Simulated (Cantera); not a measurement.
A perfectly stirred reactor is fed with CH4 : H2 : O2 : N2 = 1 : 0.042 : 1.26 : 5.56 (molar parts), at 1.00 bar; it is adiabatic with a 500 K inlet, and is followed from long to short residence time, starting on the burning branch (τ in s: 0.1, 0.039, 0.014, 0.0054, 0.002, 0.00075, 0.00028, 0.0001, 3.9e-05, 1.4e-05, 5.4e-06).

Model: GRI-Mech 3.0 (53 species, 325 reactions), integrated in Cantera.

What does this change do: pressure from 1.00 bar to 12.0 bar?


```json
[
 {"quantity": "blow-out, bracketed by the residence times tried", "before": "burning at 2.00 ms, out at 0.750 ms", "after": "burning at 0.750 ms, out at 0.280 ms"},
 {"quantity": "x(CH4) at τ = 0.100 s", "before": "0.00331", "after": "0.00419"},
 {"quantity": "x(H2) at τ = 0.100 s", "before": "0.0785", "after": "0.0779"},
 {"quantity": "x(O2) at τ = 0.100 s", "before": "0.000417", "after": "0.000135"},
 {"quantity": "x(HO2) at τ = 0.100 s", "before": "6.95e-8", "after": "6.11e-8"},
 {"quantity": "x(CH2) at τ = 0.100 s", "before": "1.06e-6", "after": "7.08e-8"},
 {"quantity": "x(CH4) at τ = 0.750 ms", "before": "0.127", "after": "0.0172"},
 {"quantity": "x(H2) at τ = 0.750 ms", "before": "0.00534", "after": "0.0432"},
 {"quantity": "x(O2) at τ = 0.750 ms", "before": "0.160", "after": "0.0102"},
 {"quantity": "x(HO2) at τ = 0.750 ms", "before": "<1e-12", "after": "7.40e-6"},
 {"quantity": "x(CH2) at τ = 0.750 ms", "before": "<1e-12", "after": "1.61e-6"}
]
```
The pressure lies above the range GRI-Mech 3.0 was tuned for (to about 10 atm).

What does this change do: pressure from 1.00 bar to 10.0 bar?


| quantity | before | after |
|---|---|---|
| blow-out, bracketed by the residence times tried | burning at 2.00 ms, out at 0.750 ms | burning at 0.750 ms, out at 0.280 ms |
| x(CH4) at τ = 0.100 s | 0.00331 | 0.00422 |
| x(H2) at τ = 0.100 s | 0.0785 | 0.0776 |
| x(O2) at τ = 0.100 s | 0.000417 | 0.000152 |
| x(HO2) at τ = 0.100 s | 6.95e-8 | 6.31e-8 |
| x(CH2) at τ = 0.100 s | 1.06e-6 | 8.71e-8 |
| x(CH4) at τ = 0.750 ms | 0.127 | 0.0175 |
| x(H2) at τ = 0.750 ms | 0.00534 | 0.0438 |
| x(O2) at τ = 0.750 ms | 0.160 | 0.0116 |
| x(HO2) at τ = 0.750 ms | <1e-12 | 8.24e-6 |
| x(CH2) at τ = 0.750 ms | <1e-12 | 1.76e-6 |
